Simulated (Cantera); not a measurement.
Input (Python, Cantera) and output of one run.

```python
import numpy as np
import cantera as ct

gas_names = """
    B BH BH2 BH3 B2 H H2
""".split()
cond_names = """
    B(b) B(L)
""".split()


def load(file, names, dense=False):
    # The tables refer to 1 bar. Condensed volumes are neglected.
    table = {s.name: s for s in ct.Species.list_from_file(file)}
    out = []
    for n in names:
        d = dict(table[n].input_data)
        d["thermo"] = dict(d["thermo"], **{"reference-pressure": 1e5})
        if dense:
            d["equation-of-state"] = {"model": "constant-volume", "density": "1e6 g/cm^3"}
        out.append(ct.Species.from_dict(d))
    return out


gas = ct.Solution(thermo="ideal-gas", species=load("nasa_gas.yaml", gas_names))
cond = {s.name: ct.Solution(thermo="fixed-stoichiometry", species=[s], name=s.name)
        for s in load("nasa_condensed.yaml", cond_names, dense=True)}
atoms = {
    'B2H6': {'B': 2, 'H': 6},
    'H2': {'H': 2},
}
top_T = {}  # K; cautious upper limits of use, not melting points


def equilibrate(T, P, feed):
    n = {}
    for name, mol in feed.items():
        for a, k in atoms[name].items():
            n[a] = n.get(a, 0.0) + k * mol
    gas.TPX = T, P, n
    mass = sum(n.values()) * gas.mean_molecular_weight
    gas.equilibrate("TP")
    valid = [c for c in cond.values() if c.min_temp <= T <= top_T.get(c.name, c.max_temp)]
    mix = ct.Mixture([(gas, mass / gas.mean_molecular_weight)] + [(c, 0.0) for c in valid])
    mix.T, mix.P = T, P
    mix.equilibrate("TP", solver="vcs", rtol=1e-11, max_steps=5000)
    return mix


results = []
feed = {'B2H6': 1, 'H2': 120}  # mol
P = 8900  # Pa
for T in [1775, 1825, 1875, 1925, 1975, 2025, 2075, 2125, 2175, 2225, 2275]:
    mix = equilibrate(T, P, feed)
    results.append((T, P, feed, dict(zip(mix.species_names, mix.species_moles))))

top = {s: max(r[3][s] / sum(r[3][g] for g in gas_names) for r in results) for s in gas_names}
cols = sorted((s for s in top if top[s] > 1e-05), key=lambda s: -top[s])[:9]
seen = [c for c in cond_names if any(r[3].get(c, 0) > 1e-12 for r in results)]
print("log10 of partial pressures in bar; condensed amounts in mol")
print(f"{'T/K':>10s}" + "".join(f"{s[:9]:>10s}" for s in cols + seen))
for T, P, feed, n in results:
    ng = sum(n[g] for g in gas_names)
    print(f"{T:10.4g}" + "".join(f"{np.log10(max(n[s] / ng * P / 1e5, 1e-99)):10.3f}" for s in cols)
          + "".join(f"{n.get(c, 0):10.4g}" for c in seen))
```

Result:

```
log10 of partial pressures in bar; condensed amounts in mol
       T/K        H2         H       BH2         B        BH       BH3      B(b)
      1775    -1.051    -4.064    -5.015    -8.711    -8.472    -6.310     1.986
      1825    -1.051    -3.882    -4.861    -8.263    -8.123    -6.240      1.98
      1875    -1.052    -3.709    -4.715    -7.840    -7.793    -6.174     1.972
      1925    -1.052    -3.546    -4.576    -7.439    -7.481    -6.112     1.962
      1975    -1.053    -3.390    -4.446    -7.058    -7.184    -6.053     1.949
      2025    -1.054    -3.242    -4.322    -6.697    -6.903    -5.998     1.932
      2075    -1.055    -3.102    -4.204    -6.353    -6.636    -5.947     1.911
      2125    -1.056    -2.968    -4.093    -6.026    -6.382    -5.898     1.884
      2175    -1.058    -2.841    -3.988    -5.714    -6.140    -5.853     1.851
      2225    -1.061    -2.719    -3.888    -5.416    -5.909    -5.811      1.81
      2275    -1.064    -2.603    -3.793    -5.131    -5.690    -5.772     1.759
```

Method: chemical equilibrium by Gibbs-energy minimisation in Cantera with the NASA 1993 tables (ideal gas, pure condensed phases). The feed counts by its element totals alone. The tables' values for BH2 are old estimates; treat these amounts as uncertain. Gases not in the tables: B2H6 and higher boranes.
